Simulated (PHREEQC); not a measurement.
Consider water at 25 °C with 3.7 mol/kgw KOH, 0.048 mol/kgw KCl and 0.00018 mol/kgw H4SiO4. Closed to the air; pH follows from the charge balance.

The numbers come from PHREEQC with the Pitzer model, pitzer.dat.

Each row changes one thing in this solution. This is a speciation only: nothing precipitates in the calculation.

```json
[
 {"case": "as made", "pH": "14.93", "H3SiO4- (mol/kgw)": "9.64e-8", "SI of Sylvite (KCl)": "-2.00", "SI of SiO2(a) (SiO2)": "-9.58"},
 {"case": "diluted 100-fold with water", "pH": "12.49", "H3SiO4- (mol/kgw)": "1.28e-6", "SI of Sylvite (KCl)": "-5.80", "SI of SiO2(a) (SiO2)": "-5.97"},
 {"case": "H4SiO4 from 0.00018 to 3.6e-05 mol/kgw", "pH": "14.93", "H3SiO4- (mol/kgw)": "1.93e-8", "SI of Sylvite (KCl)": "-2.00", "SI of SiO2(a) (SiO2)": "-10.28"},
 {"case": "H4SiO4 from 0.00018 to 9e-05 mol/kgw", "pH": "14.93", "H3SiO4- (mol/kgw)": "4.82e-8", "SI of Sylvite (KCl)": "-2.00", "SI of SiO2(a) (SiO2)": "-9.88"},
 {"case": "H4SiO4 replaced by Na2SiO3 at the same molality", "pH": "14.93", "H3SiO4- (mol/kgw)": "9.63e-8", "SI of Sylvite (KCl)": "-2.00", "SI of SiO2(a) (SiO2)": "-9.58"},
 {"case": "1.4 mol/kgw HCl added", "pH": "14.56", "H3SiO4- (mol/kgw)": "1.95e-7", "SI of Sylvite (KCl)": "-0.57", "SI of SiO2(a) (SiO2)": "-9.00"},
 {"case": "H4SiO4 from 0.00018 to 0.0009 mol/kgw", "pH": "14.93", "H3SiO4- (mol/kgw)": "4.82e-7", "SI of Sylvite (KCl)": "-2.00", "SI of SiO2(a) (SiO2)": "-8.88"},
 {"case": "KOH left out", "pH": "6.71", "H3SiO4- (mol/kgw)": "1.71e-7", "SI of Sylvite (KCl)": "-3.71", "SI of SiO2(a) (SiO2)": "-1.08"}
]
```

In brines, pH and single-ion activities rest on the MacInnes convention.
